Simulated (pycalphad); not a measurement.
CALPHAD calculation (pycalphad, COST 507 light-alloy database (1999)), 1 atm. The data set is of 1999 and partly superseded.

Task: How does the equilibrium phase assembly of Al-0.64Si (at.%) change on cooling from 1850 K to 500 K?

Result: 
| T (K) | phases above | phases below |
|---|---|---|
| 929.5 | liquid | fcc + liquid |
| 896.1 | fcc + liquid | fcc |
| 755.3 | fcc | diamond (Si) + fcc |
Changes were sought between steps of 75 K, so a narrower field can be missed.
